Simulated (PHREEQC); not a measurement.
HF is added in steps, without added water, to 1 kg of water holding 0.055 mol/kgw NaH2PO4, 3.1e-05 mol/kgw KOH and 4.3e-05 mol/kgw NaCl, at 70 °C. Oxygen alone is held at its pressure in air (log pO2 = -0.68). The system is closed to CO2. The run lets Halite precipitate or redissolve, and no other solid.

Base run: PHREEQC, ion-association model, wateq4f.dat. Each further column changes one thing. The table gives H3PO4 (mol/kgw).

```json
[
 {"HF added (mol)": "0", "base": "0.000264", "KOH from 3.1e-05 to 1.55e-05 mol/kgw": "0.000271", "NaCl from 4.3e-05 to 8.6e-05 mol/kgw": "0.000264", "NaH2PO4 from 0.055 to 0.0605 mol/kgw": "?", "no solid may form": "0.000264"},
 {"HF added (mol)": "0.005938", "base": "0.00290", "KOH from 3.1e-05 to 1.55e-05 mol/kgw": "0.00291", "NaCl from 4.3e-05 to 8.6e-05 mol/kgw": "0.00290", "NaH2PO4 from 0.055 to 0.0605 mol/kgw": "?", "no solid may form": "0.00290"},
 {"HF added (mol)": "0.01306", "base": "0.00481", "KOH from 3.1e-05 to 1.55e-05 mol/kgw": "0.00482", "NaCl from 4.3e-05 to 8.6e-05 mol/kgw": "0.00481", "NaH2PO4 from 0.055 to 0.0605 mol/kgw": "?", "no solid may form": "0.00481"},
 {"HF added (mol)": "0.019", "base": "0.00602", "KOH from 3.1e-05 to 1.55e-05 mol/kgw": "0.00603", "NaCl from 4.3e-05 to 8.6e-05 mol/kgw": "0.00602", "NaH2PO4 from 0.055 to 0.0605 mol/kgw": "?", "no solid may form": "0.00602"},
 {"HF added (mol)": "0.02494", "base": "0.00705", "KOH from 3.1e-05 to 1.55e-05 mol/kgw": "0.00706", "NaCl from 4.3e-05 to 8.6e-05 mol/kgw": "0.00705", "NaH2PO4 from 0.055 to 0.0605 mol/kgw": "?", "no solid may form": "0.00705"},
 {"HF added (mol)": "0.03206", "base": "0.00813", "KOH from 3.1e-05 to 1.55e-05 mol/kgw": "0.00814", "NaCl from 4.3e-05 to 8.6e-05 mol/kgw": "0.00813", "NaH2PO4 from 0.055 to 0.0605 mol/kgw": "?", "no solid may form": "0.00813"},
 {"HF added (mol)": "0.038", "base": "0.00894", "KOH from 3.1e-05 to 1.55e-05 mol/kgw": "0.00895", "NaCl from 4.3e-05 to 8.6e-05 mol/kgw": "0.00894", "NaH2PO4 from 0.055 to 0.0605 mol/kgw": "?", "no solid may form": "0.00894"}
]
```

Problem. Complete the blanks.

Solution. 
- 0, NaH2PO4 from 0.055 to 0.0605 mol/kgw: 0.000296
- 0.005938, NaH2PO4 from 0.055 to 0.0605 mol/kgw: 0.00301
- 0.01306, NaH2PO4 from 0.055 to 0.0605 mol/kgw: 0.00502
- 0.019, NaH2PO4 from 0.055 to 0.0605 mol/kgw: 0.00631
- 0.02494, NaH2PO4 from 0.055 to 0.0605 mol/kgw: 0.00740
- 0.03206, NaH2PO4 from 0.055 to 0.0605 mol/kgw: 0.00854
- 0.038, NaH2PO4 from 0.055 to 0.0605 mol/kgw: 0.00940

H3PO4, which wateq4f.dat lacks, is added to it with the constant of phreeqc.dat. Constants without temperature data keep their 25 °C values here.
